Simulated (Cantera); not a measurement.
A closed system holds: 1 mol Si, a varied amount of CO, 59 mol N₂, at 1100 °C and 101000 Pa.

Cantera equilibrium calculation (NASA polynomials, part measured and part estimated; ideal gas, pure solids and liquids). Candidate condensed phases: C, Si, SiC, SiO₂, Si₂N₂O, Si₃N₄; 34 gas species. N₂ is the only nitrogen source here; it is nearly inert below about 1500 K, so the nitride shown seldom forms there in practice. The tables hold silica as quartz up to 1696 K and as liquid above; real silica turns to tridymite and cristobalite and melts near 1996 K. Rates play no part.

x: gas mole fraction; n: condensed amount in mol.

```tsv
n(CO) (mol)	x N₂	x CO	x CO₂	x SiO	n C(graphite)	n Si₂N₂O(s)	n SiO₂(β-quartz)
2.1	0.973	0.0266	1.63e-6	?	0.500	0.500	0
2.8	0.962	0.0378	3.29e-6	?	0.500	0.500	0
3.6	0.950	0.0503	5.82e-6	?	0.500	0.500	0
4.7	0.933	0.0670	1.03e-5	?	0.501	0.500	0
6.2	0.911	0.0888	1.81e-5	?	0.501	0.500	0
8	0.886	0.114	2.97e-5	?	0.502	0.500	0
11	0.868	0.132	4.02e-5	?	2.00	0	1.000
14	0.831	0.169	6.56e-5	?	2.00	0	1.000
```

Some entries are withheld; supply them.


- 2.1, x SiO: 2.51e-8
- 2.8, x SiO: 3.00e-8
- 3.6, x SiO: 3.49e-8
- 4.7, x SiO: 4.06e-8
- 6.2, x SiO: 4.73e-8
- 8, x SiO: 5.42e-8
- 11, x SiO: 4.86e-8
- 14, x SiO: 3.80e-8
